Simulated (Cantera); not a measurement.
A closed system holds: 1 mol Ta2O5, 37 mol H2, 0.34 mol H2O, held at 1500 K and 0.133 bar.

These are equilibrium values from Cantera (NASA tables, ideal gas, pure condensed phases), not measurements of a reactor. Candidate condensed phases: H2O, Ta, Ta2O5; 12 gas species. Rates play no part.

### Question
What is the equilibrium state?

### Answer
* **x(H2)**: 0.991
* **x(H2O)**: 0.00911
* **x(H)**: 4.80e-5
* **n(Ta2O5(s))**: 1.00 mol
* **gas amount**: 37.34 mol
* **log10 activity of Ta(s) (absent)**: -4.98
